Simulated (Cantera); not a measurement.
Input: 1 mol CO2, 0.086 mol H2O, 0.021 mol O2, equilibrated at 5000000 Pa.

Equilibrium computed with Cantera from the NASA thermochemical tables; the gas is ideal and each condensed phase is pure. Candidate condensed phases: C, C6H6, C7H8, C8H18, H2O; 110 gas species. The ideal-gas law is rough above about 30 bar. Rates play no part.

Problem. At 3023 K, list the 6 most abundant gas species with their mole fractions, and the condensed phases.

Solution. CO2 0.709, CO 0.130, O2 0.0777, H2O 0.0635, OH 0.0130, O 0.00483. Condensed: gas only.
